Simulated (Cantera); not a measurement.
Charge: 1 mol SiH₂Cl₂, 68 mol H₂, equilibrated at 0.720 bar.

Cantera equilibrium calculation (NASA polynomials, part measured and part estimated; ideal gas, pure solids and liquids). Candidate condensed phases: Si; 19 gas species. Gases not in the tables: Si₂H₆ and higher silanes. Rates play no part.

**Question.** Which condensed phases are stable at each of these points (T (K)): 1198, 1298, 1398, 1498, 1598, 1698, 1798?

**Answer.** 
```json
[
 {"T (K)": "1198", "condensed phases": "Si(s)", "Si condensed (%)": "72.3"},
 {"T (K)": "1298", "condensed phases": "Si(s)", "Si condensed (%)": "80.8"},
 {"T (K)": "1398", "condensed phases": "Si(s)", "Si condensed (%)": "84.3"},
 {"T (K)": "1498", "condensed phases": "Si(s)", "Si condensed (%)": "84.9"},
 {"T (K)": "1598", "condensed phases": "Si(s)", "Si condensed (%)": "84.7"},
 {"T (K)": "1698", "condensed phases": "Si(l)", "Si condensed (%)": "84.4"},
 {"T (K)": "1798", "condensed phases": "Si(l)", "Si condensed (%)": "85.9"}
]
```

From 1198 K to 1598 K the condensed part is Si(s). From 1698 K to 1798 K the condensed part is Si(l).
